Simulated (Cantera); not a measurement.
A Cantera script and what it prints.

```python
import numpy as np
import cantera as ct

gas_names = """
    CL CLO CL2 O O2 O3 Si SiCL SiCL2 SiCL3 SiCL4 SiO SiO2 Si2 Si3
""".split()
cond_names = """
    Si(cr) Si(L) SiO2(Lqz) SiO2(hqz) SiO2(L)
""".split()


# ... load() reads the species with a 1 bar reference pressure and builds the phases ...
atoms = {
    'SiCl4': {'Si': 1, 'CL': 4},
    'O2': {'O': 2},
}
top_T = {}  # K; cautious upper limits of use, not melting points


# ... equilibrate(T, P, feed) seeds the gas with the atoms and calls Mixture.equilibrate('TP', solver="vcs", rtol=1e-11, max_steps=5000) ...
results = []
feed = {'SiCl4': 1, 'O2': 12}  # mol
P = 13332.2  # Pa
for T in [598, 698, 798, 898, 998, 1098, 1198, 1298, 1398, 1498, 1598]:
    mix = equilibrate(T, P, feed)
    results.append((T, P, feed, dict(zip(mix.species_names, mix.species_moles))))
    x = sorted(zip(gas.X, gas.species_names), reverse=True)
    print(f"T = {T:g} K  P = {P:g} Pa  gas = {mix.phase_moles(0):.4g} mol")
    print("   x: " + "  ".join(f"{s} {v:.3e}" for v, s in x if v > 1e-05))
    print("   condensed (mol): " + ("  ".join(f"{mix.phase(i).name} {mix.phase_moles(i):.4g}"
          for i in range(1, mix.n_phases) if mix.phase_moles(i) > 1e-12) or "none"))
```

It prints:

```
T = 598 K  P = 13332.2 Pa  gas = 13 mol
   x: O2 8.462e-01  CL2 1.538e-01
   condensed (mol): SiO2(Lqz) 1
T = 698 K  P = 13332.2 Pa  gas = 13 mol
   x: O2 8.462e-01  CL2 1.538e-01
   condensed (mol): SiO2(Lqz) 1
T = 798 K  P = 13332.2 Pa  gas = 13 mol
   x: O2 8.461e-01  CL2 1.538e-01
   condensed (mol): SiO2(Lqz) 1
T = 898 K  P = 13332.2 Pa  gas = 13 mol
   x: O2 8.461e-01  CL2 1.538e-01  CL 7.653e-05
   condensed (mol): SiO2(hqz) 1
T = 998 K  P = 13332.2 Pa  gas = 13 mol
   x: O2 8.460e-01  CL2 1.536e-01  CL 4.046e-04
   condensed (mol): SiO2(hqz) 1
T = 1098 K  P = 13332.2 Pa  gas = 13.01 mol
   x: O2 8.455e-01  CL2 1.529e-01  CL 1.583e-03  CLO 2.591e-05
   condensed (mol): SiO2(hqz) 1
T = 1198 K  P = 13332.2 Pa  gas = 13.03 mol
   x: O2 8.440e-01  CL2 1.510e-01  CL 4.925e-03  CLO 6.527e-05
   condensed (mol): SiO2(hqz) 1
T = 1298 K  P = 13332.2 Pa  gas = 13.08 mol
   x: O2 8.407e-01  CL2 1.464e-01  CL 1.277e-02  CLO 1.411e-04
   condensed (mol): SiO2(hqz) 1
T = 1398 K  P = 13332.2 Pa  gas = 13.19 mol
   x: O2 8.340e-01  CL2 1.373e-01  CL 2.841e-02  CLO 2.676e-04
   condensed (mol): SiO2(hqz) 1
T = 1498 K  P = 13332.2 Pa  gas = 13.37 mol
   x: O2 8.226e-01  CL2 1.218e-01  CL 5.510e-02  CLO 4.498e-04
   condensed (mol): SiO2(hqz) 1
T = 1598 K  P = 13332.2 Pa  gas = 13.64 mol
   x: O2 8.061e-01  CL2 9.941e-02  CL 9.376e-02  CLO 6.718e-04  O 3.482e-05
   condensed (mol): SiO2(hqz) 1
```

Method: chemical equilibrium by Gibbs-energy minimisation in Cantera with the NASA 1993 tables (ideal gas, pure condensed phases). The tables hold silica as quartz up to 1696 K and as liquid above; real silica turns to tridymite and cristobalite and melts near 1996 K.
